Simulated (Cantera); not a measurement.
## SiCl4 + HCl + H2 (chlorosilane synthesis and conversion)

A closed system holds: 1 mol SiCl4, 1.3 mol HCl, 0.42 mol H2, at 975 K and 0.160 bar.

Method: chemical equilibrium by Gibbs-energy minimisation in Cantera with the NASA 1993 tables (ideal gas, pure condensed phases). Candidate condensed phases: Si; 19 gas species. The tables' values for SiCl3 are old estimates; treat these amounts as uncertain. The numbers say what is thermodynamically allowed, not how fast it happens.

The x(HCl) is 0.479, the x(SiCl4) is 0.367 and the x(H2) comes out as 0.154. The x(SiHCl3) comes out as 0.000674, the x(SiCl3) is 5.37e-5 and the gas amount is 2.720 mol. The log10 activity of Si(s) (absent) comes out as -7.03.
